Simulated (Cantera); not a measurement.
Moist CO burnout

An isothermal, constant-pressure homogeneous reactor starts with CO : O₂ : H₂O : N₂ = 0.0018 : 0.005 : 0.0013 : 1 (molar parts), equivalence ratio 0.18, at 1250 K and 0.132 atm.

Computed with Cantera and GRI-Mech 3.0 (53 species, 325 reactions).

| t (s) | x CO | x O₂ | x H₂O | x OH | x CO₂ |
|---|---|---|---|---|---|
| 5.00e-6 | 0.00179 | 0.00496 | 0.00129 | <1e-12 | <1e-12 |
| 2.10e-5 | 0.00179 | 0.00496 | 0.00129 | <1e-12 | 2.62e-12 |
| 8.79e-5 | 0.00179 | 0.00496 | 0.00129 | <1e-12 | 1.10e-11 |
| 0.000368 | 0.00179 | 0.00496 | 0.00129 | 1.00e-12 | 4.61e-11 |
| 0.00154 | 0.00179 | 0.00496 | 0.00129 | 1.08e-11 | 1.97e-10 |
| 0.00647 | 0.00179 | 0.00496 | 0.00129 | 1.56e-10 | 1.04e-9 |
| 0.0271 | 0.00179 | 0.00496 | 0.00129 | 8.57e-9 | 3.70e-8 |
| 0.114 | 0.00111 | 0.00453 | 0.00117 | 4.76e-5 | 0.000671 |
| 0.477 | 2.77e-5 | 0.00407 | 0.00127 | 2.13e-5 | 0.00176 |
| 2.00 | 1.33e-6 | 0.00407 | 0.00129 | 4.72e-6 | 0.00179 |
x: mole fraction; the columns are a selection and need not sum to one.

Equilibrium at this temperature and pressure: CO 4.18e-9, O₂ 0.00405, H₂O 0.00129, OH 4.04e-7, CO₂ 0.00179 (gas phase only).
